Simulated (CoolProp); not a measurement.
Vapour-liquid equilibrium of R125 (1) + R134a (2) at 244.6 K; x and y are mole fractions of (1).

Computed with CoolProp (multi-fluid Helmholtz-energy mixture model, Lemmon 2005 and Tillner-Roth 1994; pair parameters Lemmon 2004).

```tsv
x	bubble pressure (MPa)	y at the bubble point	dew pressure at overall composition x (MPa)	liquid density (mol/L)
0.05	0.09838	?	0.09343	13.48
0.125	0.1103	0.276	0.09845	13.36
0.2	0.1220	0.397	0.1040	13.24
0.275	0.1336	0.497	0.1102	13.12
0.35	0.1451	0.581	0.1172	13.00
0.425	0.1564	0.653	0.1251	12.89
0.5	0.1676	?	0.1340	12.77
0.575	0.1788	0.771	0.1442	12.65
0.65	0.1899	?	0.1559	12.54
0.725	0.2010	0.865	0.1694	12.42
0.8	0.2121	0.905	?	12.31
0.875	0.2232	0.943	0.2037	12.19
0.95	0.2344	0.978	0.2254	12.08
```

Question: Fill in the missing entries.

Answer: 
- 0.05, y at the bubble point: 0.124
- 0.5, y at the bubble point: 0.716
- 0.65, y at the bubble point: 0.820
- 0.8, dew pressure at overall composition x (MPa): 0.1852

No azeotrope shows between x = 0.05 and 0.95.

The pair parameters rest on a limited set of measurements; away from them the model extrapolates.
